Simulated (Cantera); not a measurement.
PbO + O2 + N2 (iron carbonyl, mercury and lead vapours)

Charge: 1 mol PbO, 0.047 mol O2, 34 mol N2, equilibrated at 12.0 Pa.

Equilibrium computed with Cantera from the NASA thermochemical tables; the gas is ideal and each condensed phase is pure. Candidate condensed phases: Pb, PbO, PbO2, Pb3O4; 12 gas species. Equilibrium is a limit: real reactors are often held back by kinetics, nucleation or transport.

```json
[
 {"T (K)": "623", "log p N2": "-3.92", "log p Pb": "<-15", "log p PbO": "-15.39", "log p O2": "-6.78", "log p NO": "-12.35", "n PbO(red)": "1.00", "n PbO(yellow)": "0"},
 {"T (K)": "723", "log p N2": "-3.92", "log p Pb": "-15.74", "log p PbO": "-12.11", "log p O2": "-6.78", "log p NO": "-11.29", "n PbO(red)": "1.00", "n PbO(yellow)": "0"},
 {"T (K)": "823", "log p N2": "-3.92", "log p Pb": "-12.17", "log p PbO": "-9.64", "log p O2": "-6.78", "log p NO": "-10.49", "n PbO(red)": "0", "n PbO(yellow)": "1.000"},
 {"T (K)": "923", "log p N2": "-3.92", "log p Pb": "-9.38", "log p PbO": "-7.72", "log p O2": "-6.78", "log p NO": "-9.86", "n PbO(red)": "0", "n PbO(yellow)": "0.995"},
 {"T (K)": "1023", "log p N2": "-3.92", "log p Pb": "-7.19", "log p PbO": "-6.19", "log p O2": "-6.71", "log p NO": "-9.32", "n PbO(red)": "0", "n PbO(yellow)": "0.798"},
 {"T (K)": "1123", "log p N2": "-3.94", "log p Pb": "-6.18", "log p PbO": "-5.56", "log p O2": "-6.31", "log p NO": "-8.71", "n PbO(red)": "0", "n PbO(yellow)": "0"},
 {"T (K)": "1223", "log p N2": "-3.94", "log p Pb": "-5.91", "log p PbO": "-5.66", "log p O2": "-6.11", "log p NO": "-8.27", "n PbO(red)": "0", "n PbO(yellow)": "0"},
 {"T (K)": "1323", "log p N2": "-3.94", "log p Pb": "-5.73", "log p PbO": "-5.82", "log p O2": "-5.96", "log p NO": "-7.90", "n PbO(red)": "0", "n PbO(yellow)": "0"},
 {"T (K)": "1423", "log p N2": "-3.94", "log p Pb": "-5.62", "log p PbO": "-6.01", "log p O2": "-5.87", "log p NO": "-7.60", "n PbO(red)": "0", "n PbO(yellow)": "0"},
 {"T (K)": "1523", "log p N2": "-3.94", "log p Pb": "-5.55", "log p PbO": "-6.22", "log p O2": "-5.82", "log p NO": "-7.35", "n PbO(red)": "0", "n PbO(yellow)": "0"},
 {"T (K)": "1623", "log p N2": "-3.94", "log p Pb": "-5.52", "log p PbO": "-6.44", "log p O2": "-5.79", "log p NO": "-7.15", "n PbO(red)": "0", "n PbO(yellow)": "0"}
]
```
log p: log10 of the partial pressure in bar; n: condensed amount in mol.

From 623 K to 723 K the condensed part is PbO(red). From 823 K to 1023 K the condensed part is PbO(yellow). From 1123 K to 1623 K nothing is condensed.
